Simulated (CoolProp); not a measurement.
Properties of acetone along the isobar 0.363 MPa (Tc = 508.1 K, pc = 4.692 MPa, ω = 0.307).

Model: reference Helmholtz-energy equation of state, Lemmon 2006, in CoolProp. It is a short technical equation, of lower accuracy than the large ones.

```csv
T (K),phase,density (kg/m³),expansivity (1/kK),fugacity coefficient
385,gas,7.279,3.891,0.9131
403.3,gas,6.812,3.391,0.9283
421.7,gas,6.421,3.043,0.9399
440,gas,6.088,2.785,0.9489
458.3,gas,5.797,2.584,0.9561
476.7,gas,5.536,2.420,0.9620
495,gas,5.304,2.283,0.9668
513.3,gas,5.092,2.166,0.9708
531.7,gas,4.898,2.063,0.9742
550,gas,4.720,1.973,0.9770
```
